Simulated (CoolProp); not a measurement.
Tetradecamethylhexasiloxane (MD4M) along the isotherm 620 K: density (kg/m³) from the reference equation and from simpler models built on Tc = 653.2 K, pc = 0.8286 MPa, ω = 0.800; each cubic takes its own stable root.

Computed with CoolProp (reference Helmholtz-energy equation of state, Thol 2019).

| p (MPa) | phase | reference |
|---|---|---|
| 0.518 | liquid | 486.0 |
| 1.04 | liquid | 511.5 |
| 1.55 | liquid | 527.8 |
| 2.07 | liquid | 540.5 |
| 2.59 | liquid | 550.9 |
| 3.11 | liquid | 559.7 |
| 3.62 | liquid | 567.2 |
| 4.14 | liquid | 574.1 |
| 4.66 | liquid | 580.3 |
| 5.18 | liquid | 586.0 |
| 5.7 | liquid | 591.2 |
| 6.21 | liquid | 596.0 |
| 6.73 | liquid | 600.6 |
| 7.25 | liquid | 604.9 |
| 7.77 | liquid | 608.9 |
| 8.29 | liquid | 612.7 |

Problem. How far does each simpler model (Redlich-Kwong, Peng-Robinson) lie from the reference over these 16 states: mean and median of the absolute difference, and the worst?

Solution. 
- Redlich-Kwong: mean 14.9 %, median 9.2 %, worst -86.0 % at 620 K and 0.518 MPa
- Peng-Robinson: mean 4.1 %, median 4.5 %, worst -6.8 % at 620 K and 0.518 MPa

At some of these states Redlich-Kwong gives the other phase, because its saturation line lies elsewhere.
